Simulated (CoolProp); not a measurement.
Values from CoolProp's reference Helmholtz-energy equation of state, Thol 2016.

Give the vapour pressure (kPa), vapour density (kg/m³), liquid cp (kJ/(kg K)) of saturated hexamethyldisiloxane (MM) at 489.1 K.


```tsv
T (K)	p (kPa)	vapour density (kg/m³)	liquid cp (kJ/(kg K))
489.1	1200	78.3	2.77
```
